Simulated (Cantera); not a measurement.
A closed system holds: 1 mol (CH3)2SiCl2, 1.7 mol H2, 0.6 mol C2H4, held at 133 Pa.

These are equilibrium values from Cantera (NASA tables, ideal gas, pure condensed phases), not measurements of a reactor. Candidate condensed phases: C, C6H6, C7H8, C8H18, Si, SiC; 109 gas species. The feed counts by its element totals alone. Gases not in the tables: Si2H6 and higher silanes. Rates play no part.

Problem. Which condensed phases are stable at each of these points (T (°C)): 2000, 2050, 2100, 2150, 2200, 2250, 2300, 2350?

Solution. 
```tsv
T (°C)	condensed phases	Si condensed (%)
2000	C(graphite) + SiC(s)	3.9
2050	C(graphite)	0.0
2100	C(graphite)	0.0
2150	C(graphite)	0.0
2200	C(graphite)	0.0
2250	C(graphite)	0.0
2300	C(graphite)	0.0
2350	C(graphite)	0.0
```

At 2000 °C the condensed part is C(graphite) + SiC(s). From 2050 °C to 2350 °C the condensed part is C(graphite).
